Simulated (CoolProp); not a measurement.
Vapour-liquid equilibrium of propane (1) + R236EA (2) at 3.11 bar; x and y are mole fractions of (1).

Model: multi-fluid Helmholtz-energy mixture model, Lemmon 2009 and Rui 2013; pair parameters Bell 2016, in CoolProp.

| x | bubble temperature, mixture model (K) | bubble temperature, Raoult's law (K) | y, mixture model | y, Raoult's law |
|---|---|---|---|---|
| 0.05 | 295.8 | 305.8 | 0.396 | 0.185 |
| 0.15 | 276.9 | 297.4 | [?] | 0.451 |
| 0.25 | [?] | 290.4 | [?] | 0.625 |
| 0.35 | 265.1 | 284.4 | 0.848 | 0.741 |
| 0.45 | 263.7 | 279.2 | 0.862 | 0.822 |
| 0.55 | 263.0 | 274.7 | 0.870 | 0.879 |
| 0.65 | 262.5 | 270.7 | [?] | 0.921 |
| 0.75 | 261.8 | 267.3 | [?] | 0.952 |
| 0.85 | 261.0 | 264.1 | 0.914 | 0.975 |
| 0.95 | 260.2 | 261.3 | 0.961 | 0.993 |

**Question.** Complete the blanks.

**Answer.** 
- 0.15, y, mixture model: 0.722
- 0.25, bubble temperature, mixture model (K): 268.6
- 0.25, y, mixture model: 0.816
- 0.65, y, mixture model: 0.877
- 0.75, y, mixture model: 0.890

The largest gap from Raoult's law is -21.8 K in bubble temperature, at x = 0.25. No azeotrope shows between x = 0.05 and 0.95.

Pair parameters are fitted to limited data, so mixtures are less certain than the pure fluids. With so large a gap from Raoult's law the liquid may split in two, which this calculation doesn't test in full.
